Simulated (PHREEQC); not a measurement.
A solution holds 0.4 mol Na2SO4, 0.34 mol KCl and 4.4 mol KBr per kg of water, at 25 °C. Closed to the air; pH follows from the charge balance.

Computed with PHREEQC (Pitzer model, pitzer.dat).

The ionic strength comes out as 5.94 mol/kgw. What activity coefficients do Na+, K+, Br-, Cl-, SO4-2 get?

Na+ 0.83, K+ 0.59, Br- 0.65, Cl- 0.61, SO4-2 0.014. Single-ion values are on the MacInnes scale.

No solid was allowed to form. Examples of supersaturated solids here: Arcanite, Glaserite. Others may be too.
